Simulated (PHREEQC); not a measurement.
A solution holds 0.0022 mol HF, 0.0042 mol NaF, 0.0171 mol H2SiF6 and 0.11 mol HCl per kg of water, at 25 °C. Closed to the air; pH follows from the charge balance.

Computed with PHREEQC (ion-association model, phreeqc.dat).

This is a speciation only: nothing precipitates in the calculation.

What pH does the model give?

pH 0.95.

In which forms is Si present?

SiF6-2 97 %, H4SiO4 3.1 % of the Si.

The solution is supersaturated, for example in Quartz (slow to form), Chalcedony (slow to form), so a real one may precipitate; this is no full list. Complexes and solids missing from the database can't appear. SiF6-2 is the database's only silicon fluoride.
